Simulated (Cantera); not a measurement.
A closed system holds: 1 mol SiC, 0.045 mol N₂O, 200 mol N₂, equilibrated at 3.70 bar.

These are equilibrium values from Cantera (NASA tables, ideal gas, pure condensed phases), not measurements of a reactor. Candidate condensed phases: C, Si, SiC, SiO₂, Si₂N₂O, Si₃N₄; 34 gas species. Mutual solubility and eutectic melting of coexisting phases are not modelled. The tables' values for SiN are old estimates; treat these amounts as uncertain. Equilibrium is a limit: real reactors are often held back by kinetics, nucleation or transport.

x: gas mole fraction; n: condensed amount in mol.

| T (K) | x N₂ | x CO | x SiO | x Si | n C(graphite) | n Si₂N₂O(s) | n Si₃N₄(s) | n SiC(s) |
|---|---|---|---|---|---|---|---|---|
| 1425 | 1.000 | 9.35e-6 | 4.77e-10 | <1e-12 | 0.998 | 0.0431 | 0.305 | 0 |
| 1500 | 1.000 | … | … | … | 0.993 | … | 0.308 | 0 |
| 1575 | 1.000 | 0.000129 | 4.95e-8 | 2.17e-11 | 0.974 | 0.0192 | 0.321 | 0 |
| 1650 | 1.000 | 0.000225 | 2.05e-7 | 2.36e-10 | 0.955 | 0 | 0.333 | 0 |
| 1725 | 1.000 | 0.000225 | 4.51e-7 | 2.09e-9 | 0.955 | 0 | 0.333 | 0 |
| 1800 | 1.000 | 0.000225 | … | … | 0.955 | 0 | 0.333 | 0 |
| 1875 | 1.000 | 0.000223 | 2.06e-6 | 9.54e-8 | 0 | 0 | 0.0148 | 0.955 |
| 1950 | 1.000 | 0.000219 | 5.65e-6 | 5.15e-7 | 0 | 0 | 0.0142 | 0.956 |
| 2025 | 1.000 | 0.000211 | 1.40e-5 | 2.45e-6 | 0 | 0 | 0.0129 | 0.958 |
| 2100 | 1.000 | 0.000194 | 3.08e-5 | 1.04e-5 | 0 | 0 | 0.00976 | 0.961 |
| 2175 | 1.000 | 0.000166 | 5.91e-5 | 3.98e-5 | 0 | 0 | 0.00240 | 0.966 |

Q: Fill in the missing entries.

A: 
- 1500, x CO: 3.72e-5
- 1500, x SiO: 5.47e-9
- 1500, x Si: 1.56e-12
- 1500, n Si₂N₂O(s): 0.0376
- 1800, x SiO: 9.24e-7
- 1800, x Si: 1.53e-8
